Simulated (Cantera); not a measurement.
A freely propagating, adiabatic, planar premixed flame of CH4 : O2 : N2 = 1 : 2 : 6.8 (molar parts), equivalence ratio 1.0, unburnt at 475 K and 5.00 bar; mixture-averaged transport, grid criteria slope 0.08 and curve 0.16, no radiation.

Detailed kinetics in Cantera: GRI-Mech 3.0 (53 species, 325 reactions). Burning velocities carry a grid error of a few per cent, more on coarse grids.

Question: Predict: laminar burning velocity; thermal thickness; peak x(HCN); peak x(CH2CO).

Answer: 
```json
{
  "laminar_burning_velocity": "56.3 cm/s",
  "thermal_thickness": "0.100 mm",
  "peak x(HCN)": "5.45e-6",
  "peak x(CH2CO)": "0.000209"
}
```
